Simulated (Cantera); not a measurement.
# Premixed flame

A freely propagating, adiabatic, planar premixed flame of 6.76 % CH4, 19.6 % O2, 73.6 % N2, equivalence ratio 0.69, unburnt at 548 K and 0.987 atm; multicomponent+Soret transport, grid criteria slope 0.08 and curve 0.16, no radiation.

Computed with Cantera and GRI-Mech 3.0 (53 species, 325 reactions). Burning velocities carry a grid error of a few per cent, more on coarse grids.

```json
[
 {"z (mm)": "-1.37", "T (K)": "548", "u (m/s)": "0.684", "x CH4": "0.0675", "x O2": "0.196", "x NO2": "<1e-8", "x C2H4": "1.96e-8", "x CH2": "<1e-8", "x CH2O": "2.25e-7"},
 {"z (mm)": "-0.913", "T (K)": "551", "u (m/s)": "0.688", "x CH4": "0.0671", "x O2": "0.196", "x NO2": "<1e-8", "x C2H4": "2.68e-7", "x CH2": "<1e-8", "x CH2O": "3.02e-6"},
 {"z (mm)": "-0.685", "T (K)": "561", "u (m/s)": "0.701", "x CH4": "0.0662", "x O2": "0.195", "x NO2": "<1e-8", "x C2H4": "1.45e-6", "x CH2": "<1e-8", "x CH2O": "1.57e-5"},
 {"z (mm)": "-0.456", "T (K)": "618", "u (m/s)": "0.773", "x CH4": "0.0621", "x O2": "0.191", "x NO2": "3.09e-8", "x C2H4": "1.24e-5", "x CH2": "<1e-8", "x CH2O": "0.000119"},
 {"z (mm)": "-0.228", "T (K)": "926", "u (m/s)": "1.17", "x CH4": "0.0442", "x O2": "0.166", "x NO2": "4.64e-8", "x C2H4": "0.000113", "x CH2": "6.01e-8", "x CH2O": "0.000691"},
 {"z (mm)": "-0.114", "T (K)": "1253", "u (m/s)": "1.59", "x CH4": "0.0249", "x O2": "0.134", "x NO2": "1.68e-8", "x C2H4": "0.000211", "x CH2": "2.45e-6", "x CH2O": "0.000881"},
 {"z (mm)": "0", "T (K)": "1577", "u (m/s)": "2.01", "x CH4": "0.00594", "x O2": "0.0967", "x NO2": "<1e-8", "x C2H4": "0.000105", "x CH2": "1.62e-5", "x CH2O": "0.000517"},
 {"z (mm)": "0.114", "T (K)": "1715", "u (m/s)": "2.18", "x CH4": "0.000407", "x O2": "0.0765", "x NO2": "<1e-8", "x C2H4": "3.96e-6", "x CH2": "3.29e-6", "x CH2O": "6.46e-5"},
 {"z (mm)": "0.228", "T (K)": "1767", "u (m/s)": "2.24", "x CH4": "1.59e-5", "x O2": "0.0698", "x NO2": "<1e-8", "x C2H4": "4.94e-8", "x CH2": "1.66e-7", "x CH2O": "2.95e-6"},
 {"z (mm)": "0.456", "T (K)": "1833", "u (m/s)": "2.31", "x CH4": "2.99e-8", "x O2": "0.0655", "x NO2": "<1e-8", "x C2H4": "<1e-8", "x CH2": "<1e-8", "x CH2O": "<1e-8"},
 {"z (mm)": "0.913", "T (K)": "1903", "u (m/s)": "2.39", "x CH4": "<1e-8", "x O2": "0.0630", "x NO2": "<1e-8", "x C2H4": "<1e-8", "x CH2": "<1e-8", "x CH2O": "<1e-8"},
 {"z (mm)": "1.83", "T (K)": "1958", "u (m/s)": "2.45", "x CH4": "<1e-8", "x O2": "0.0618", "x NO2": "<1e-8", "x C2H4": "<1e-8", "x CH2": "<1e-8", "x CH2O": "<1e-8"},
 {"z (mm)": "3.65", "T (K)": "1989", "u (m/s)": "2.49", "x CH4": "<1e-8", "x O2": "0.0613", "x NO2": "1.26e-8", "x C2H4": "<1e-8", "x CH2": "<1e-8", "x CH2O": "<1e-8"}
]
```
x: mole fraction of selected species; z is measured from the peak of heat release.

| Property | Result |
|---|---|
| laminar burning velocity | 68.3 cm/s |
| thermal thickness | 0.456 mm |
| peak x(C2H4) | 0.000216 |
| peak x(CH2) | 1.62e-5 |
| peak x(CH2O) | 0.000884 |
| grid points | 132 |
